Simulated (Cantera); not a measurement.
Input (Python, Cantera) and output of one run.

```python
import numpy as np
import cantera as ct

gas_names = """
    CL CL2 H HCL H2 N NH NH2 NH3 N2 N2H2 N2H4 Si SiCL SiCL2 SiCL3 SiCL4 SiH SiHCL3 SiH2 SiH2CL2 SiH3
    SiH3CL SiH4 SiN Si2 Si2N Si3
""".split()
cond_names = """
    NH4CL(a) NH4CL(b) Si(cr) Si(L) Si3N4(a)
""".split()


# ... load() reads the species with a 1 bar reference pressure and builds the phases ...
atoms = {
    'SiCl4': {'Si': 1, 'CL': 4},
    'HCl': {'H': 1, 'CL': 1},
    'N2': {'N': 2},
}
top_T = {'Si3N4(a)': 2400}  # K; cautious upper limits of use, not melting points


# ... equilibrate(T, P, feed) seeds the gas with the atoms and calls Mixture.equilibrate('TP', solver="vcs", rtol=1e-11, max_steps=5000) ...
results = []
feed = {'SiCl4': 1, 'HCl': 2.9, 'N2': 24}  # mol
T = 800  # K
P = 100000  # Pa
mix = equilibrate(T, P, feed)
results.append((T, P, feed, dict(zip(mix.species_names, mix.species_moles))))
print(gas.report(threshold=1e-05))
for i in range(1, mix.n_phases):
    print(f"{mix.phase(i).name:16s} {mix.phase_moles(i):12.5e} mol")
```

Result:

```
       temperature   800 K
          pressure   1e+05 Pa
           density   0.51081 kg/m^3
  mean mol. weight   33.977 kg/kmol
   phase of matter   gas

                          1 kg             1 kmol
                     ---------------   ---------------
          enthalpy       -5.0213e+05       -1.7061e+07  J
   internal energy        -6.979e+05       -2.3712e+07  J
           entropy            6827.3        2.3197e+05  J/K
    Gibbs function        -5.964e+06       -2.0264e+08  J
 heat capacity c_p            999.54             33961  J/K
 heat capacity c_v            754.83             25647  J/K

                      mass frac. Y      mole frac. X     chem. pot. / RT
                     ---------------   ---------------   ---------------
               HCL           0.11153           0.10394           -39.888
                N2           0.70925           0.86022           -24.471
             SiCL4           0.17921          0.035842           -146.98
     [  +25 minor]        7.2726e-08        6.8466e-08

Si(cr)            0.00000e+00 mol
Si3N4(a)          0.00000e+00 mol
```

These are equilibrium values from Cantera (NASA tables, ideal gas, pure condensed phases), not measurements of a reactor.
